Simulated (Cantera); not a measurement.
# Gas activation for diamond growth

A perfectly stirred reactor is fed with 1.96 % CH4, 97.8 % H2, 0.215 % O2, equivalence ratio 250, at 0.0263 atm; it is held at 2525 K, and followed from long to short residence time.

Detailed kinetics in Cantera: GRI-Mech 3.0 (53 species, 325 reactions). GRI-Mech 3.0 stops at C3 and has no aromatics, soot or wall deposition, so with more carbon than oxygen in the feed, carbon stays in small species such as C2H2 where larger ones or solid carbon would form. Radical loss at walls, strong at low pressure, is not modelled.

```csv
τ (s),x CH4,x H2,x O2,x CH3,x H2O2,x CO
7.0,4.04e-6,0.834,3.03e-9,1.33e-5,<1e-12,0.00388
3.3,5.66e-6,0.837,6.55e-9,1.83e-5,<1e-12,0.00389
1.5,8.96e-6,0.843,1.51e-8,2.75e-5,<1e-12,0.00390
0.71,1.58e-5,0.855,3.48e-8,4.41e-5,<1e-12,0.00391
0.33,3.44e-5,0.875,8.87e-8,7.98e-5,<1e-12,0.00392
0.15,9.28e-5,0.901,2.57e-7,0.000161,1.03e-12,0.00384
0.071,0.000238,0.921,7.23e-7,0.000307,4.07e-12,0.00349
0.033,0.000552,0.935,2.01e-6,0.000545,1.53e-11,0.00272
0.015,0.00117,0.945,5.50e-6,0.000921,5.39e-11,0.00173
0.0072,0.00220,0.950,1.37e-5,0.00144,1.63e-10,0.000981
```
x: mole fraction; the columns are a selection and need not sum to one.
